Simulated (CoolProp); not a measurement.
Ammonia at 367.56 K and 8.29 MPa flows at 0.11 m/s in a round tube of 50 mm bore and 1.5 µm roughness, fully developed (64/Re and Nu = 3.66 if laminar; Colebrook and Gnielinski if turbulent). Each further row changes one setting.

Model: reference Helmholtz-energy equation of state, Gao 2020, in CoolProp.

```tsv
case	Reynolds number	Darcy friction factor	pressure drop (Pa/m)	heat-transfer coefficient (W/(m² K))	mass flow (kg/h)
as stated	37800	0.0224	1.30	758	374
velocity 0.22 m/s	75500	0.0192	4.48	1340	749
diameter 100 mm	75500	0.0192	0.558	666	1500
```

Viscosity comes from a separate model (Fenghour 1995). Thermal conductivity comes from a separate model (Tufeu 1984).
